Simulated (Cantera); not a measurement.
An isothermal, constant-pressure homogeneous reactor starts with 0.163 % CH₄, 0.638 % O₂, 99.2 % N₂, at 1500 K and 1.00 atm.

Cantera simulation using GRI-Mech 3.0 (53 species, 325 reactions); the numbers are that mechanism's predictions, not measurements.

### Question
Predict: x(O₂) at 200 s; x(N₂O) at 200 s; x(NO) at 200 s; x(HO₂) at 200 s; x(O) at 200 s.

### Answer
```json
{
  "x(O₂) at 200 s": "0.00311 (gas-phase equilibrium 0.00303)",
  "x(N₂O) at 200 s": "1.16e-8 (gas-phase equilibrium 1.15e-8)",
  "x(NO) at 200 s": "3.25e-6 (gas-phase equilibrium 0.000166)",
  "x(HO₂) at 200 s": "1.49e-9 (gas-phase equilibrium 1.46e-9)",
  "x(O) at 200 s": "2.26e-7 (gas-phase equilibrium 2.23e-7)"
}
```
